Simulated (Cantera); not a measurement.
Charge: 1 mol CH3SiCl3, 0.55 mol C2H4, 130 mol H2, equilibrated at 752 °C and 27.0 mbar.

Cantera equilibrium calculation (NASA polynomials, part measured and part estimated; ideal gas, pure solids and liquids). Candidate condensed phases: C, C6H6, C7H8, C8H18, Si, SiC; 109 gas species. The feed counts by its element totals alone. Equilibrium is a limit: real reactors are often held back by kinetics, nucleation or transport.

Base state: H2 0.976, HCl 0.0224, CH4 0.00189 (mole fractions); condensed: C(graphite) + SiC(s).

**Question.** What changes in the equilibrium state with this change: CH3SiCl3 replaced by SiH2Cl2?

**Answer.** 
| species | before | after |
|---|---|---|
| H2 | 0.976 | 0.984 |
| HCl | 0.0224 | 0.0150 |
| CH4 | 0.00189 | 0.000758 |
| C(graphite), mol | 0.849 | 0 |
| SiC(s), mol | 0.999 | 0.999 |
